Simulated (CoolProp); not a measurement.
Vapour-liquid equilibrium of R134a (1) + n-butane (2) at 0.573 MPa; x and y are mole fractions of (1).

Computed with CoolProp (multi-fluid Helmholtz-energy mixture model, Tillner-Roth 1994 and Bücker 2006; pair parameters Bell 2016).

```tsv
x	bubble temperature (°C)	y at the bubble point	dew temperature at overall composition x (°C)	liquid density (mol/L)
0.05	42.5	0.294	53.6	9.507
0.2	25.4	0.599	47.0	9.977
0.35	20.7	0.675	39.7	10.24
0.5	19.0	0.709	31.4	10.50
0.65	18.1	0.742	22.1	10.85
0.8	17.6	0.797	17.7	11.30
0.95	18.8	0.923	19.2	11.83
```

y crosses x between x = 0.65 and 0.8: the model has an azeotrope there.

Pair parameters are fitted to limited data, so mixtures are less certain than the pure fluids. With so large a gap from Raoult's law the liquid may split in two, which this calculation doesn't test in full.
